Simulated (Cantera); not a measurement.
Input: 1 mol PbO, 7.5 mol CO, a varied amount of N₂, at 1298.15 K and 36.0 mbar.

These are equilibrium values from Cantera (NASA tables, ideal gas, pure condensed phases), not measurements of a reactor. Candidate condensed phases: C, Pb, PbO, PbO₂, Pb₃O₄; 27 gas species. Rates play no part.

x: gas mole fraction; n: condensed amount in mol.

```tsv
n(N₂) (mol)	x N₂	x CO	x CO₂	x Pb	x Pb₂	x PbO	n Pb(l)
1.6	0.163	0.663	0.102	0.0712	6.67e-6	1.58e-6	0.303
4.3	0.338	0.512	0.0787	0.0712	6.67e-6	1.58e-6	0.0957
7	0.452	0.419	0.0645	0.0645	5.48e-6	1.43e-6	0
9.7	0.533	0.357	0.0549	0.0549	3.97e-6	1.22e-6	0
12	0.585	0.317	0.0488	0.0488	3.13e-6	1.08e-6	0
15	0.638	0.277	0.0426	0.0425	2.38e-6	9.42e-7	0
18	0.679	[?]	[?]	[?]	[?]	[?]	0
21	0.712	0.220	0.0339	0.0339	1.51e-6	7.51e-7	0
23	0.730	0.206	0.0317	0.0317	[?]	7.03e-7	0
26	0.754	0.188	0.0290	0.0290	1.11e-6	6.42e-7	0
29	0.773	0.173	0.0267	0.0267	9.36e-7	5.91e-7	0
```

Question: Complete the blanks.

Answer: 
- 23, x Pb₂: 1.33e-6
- 18, x CO: 0.245
- 18, x CO₂: 0.0377
- 18, x Pb: 0.0377
- 18, x Pb₂: 1.87e-6
- 18, x PbO: 8.36e-7
